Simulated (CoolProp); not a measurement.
A single-stage vapour-compression cycle with the fluid: evaporating at 307.15 K (dew point), condensing at 335.15 K (bubble point), superheat 5 K, subcooling 0 K, compressor efficiency 0.8, no pressure losses. The same conditions are run with several fluids, on thermodynamics alone (safety and materials aside).

Computed with CoolProp (reference Helmholtz-energy equation of state of each fluid (R404A: Lemmon 2003; R134a: Tillner-Roth 1994; ethanol: Schroeder 2014; isobutane: Bücker 2006; sulfur dioxide: Gao 2016; hydrogen sulfide: Lemmon 2006)). Blends and air are pseudo-pure fits.

```
fluid             cooling COP  pressure ratio  discharge temperature (K)  refrigerating effect (kJ/kg)  volumetric capacity (kJ/m³)
----------------  -----------  --------------  -------------------------  ----------------------------  ---------------------------
R404A                    5.52            1.92                      346.6                          84.3                         6810
R134a                    7.03            2.04                      345.4                           131                         5360
ethanol                  8.16      (withheld)                      378.9                    (withheld)                          197
isobutane          (withheld)      (withheld)                      338.7                           255                         2910
sulfur dioxide     (withheld)            2.21                      378.5                    (withheld)                   (withheld)
hydrogen sulfide         6.87            1.81                      371.4                           334                        13600
```

Some entries are withheld; supply them.


- ethanol, pressure ratio: 3.92
- ethanol, refrigerating effect (kJ/kg): 844
- isobutane, cooling COP: 7.41
- isobutane, pressure ratio: 2.01
- sulfur dioxide, cooling COP: 7.77
- sulfur dioxide, refrigerating effect (kJ/kg): 310
- sulfur dioxide, volumetric capacity (kJ/m³): 4360
